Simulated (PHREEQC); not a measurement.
0.039 g of hydrous ferric oxide (600 m²/g; 0.2 weak and 0.005 strong sites per Fe, Dzombak-Morel constants, diffuse double layer) in 1 kg of water with 0.001 mol/kgw of an inert sodium salt, at 25 °C; the pH is set by adding NaOH or the inert anion's acid. Oxygen alone is held at its pressure in air (log pO2 = -0.68). CO2 from the air is kept out. No solid was allowed to form.

Base run: PHREEQC, ion-association model, wateq4f.dat. Each further column changes one thing. The table gives surface charge σ (C/m²).

```
pH       base  background salt from 0.001 to 0.0001 mol/kgw  oxide from 0.039 to 0.2 g/kgw
-----  ------  --------------------------------------------  -----------------------------
4       0.117                                         0.066                          0.119
4.67    0.067                                         0.029                          0.068
5.33    0.037                                         0.014                          0.037
6       0.019                                         0.006                          0.019
6.67    0.009                                         0.003                          0.009
7.33    0.004                                         0.001                          0.004
8.67   -0.003                                        -0.001                         -0.003
9.33   -0.007                                        -0.002                         -0.007
10     -0.015                                        -0.007                         -0.016
10.67  -0.035                                        -0.023                         -0.035
11.33  -0.085                                        -0.076                         -0.085
12     -0.200                                        -0.196                         -0.200
```
